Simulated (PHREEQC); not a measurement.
## Metal-bearing waste water (model solution)

A solution holds 0.0073 mol Al2(SO4)3, 0.0017 mol CuCl2, 0.0022 mol H2SO4 and 0.0013 mol NaCl per kg of water, at 30 °C. Closed to the air; pH follows from the charge balance.

Equilibrium calculation in PHREEQC: ion-association model, phreeqc.dat.

Each row changes one thing in this solution. No solid was allowed to form.

| case | pH | ionic strength (mol/kgw) | SO4-2 (mol/kgw) | HSO4- (mol/kgw) | Cu+2 (mol/kgw) | CuSO4 (mol/kgw) | SI of Halite (NaCl) |
|---|---|---|---|---|---|---|---|
| as made | 2.59 | 0.0420 | 0.00860 | 0.00140 | 0.00118 | 0.000512 | -6.96 |
| temperature from 30 to 35 °C | 2.60 | 0.0413 | 0.00843 | 0.00149 | 0.00117 | 0.000515 | -6.97 |
| diluted 100-fold with water | 4.20 | 0.000942 | 0.000199 | ? | 1.65e-5 | 5.27e-7 | -10.82 |
| Al2(SO4)3 replaced by Na2SO4 at the same molality | 2.57 | 0.0295 | 0.00734 | 0.00133 | 0.00117 | 0.000519 | -5.85 |
| temperature from 30 to 40 °C | 2.62 | 0.0407 | 0.00826 | 0.00159 | 0.00117 | 0.000516 | -6.97 |
| temperature from 30 to 75 °C | ? | 0.0376 | 0.00722 | 0.00247 | 0.00114 | 0.000505 | -7.00 |

Question: Some entries are withheld; supply them.

Answer: 
- diluted 100-fold with water, HSO4- (mol/kgw): 1.22e-6
- temperature from 30 to 75 °C, pH: 2.76

Species that the database lacks are ignored. Some of these states are supersaturated (in Gibbsite (slow to form), for instance). Away from 25 °C the constants follow the database's enthalpies or fits; those with neither stay at their 25 °C values.
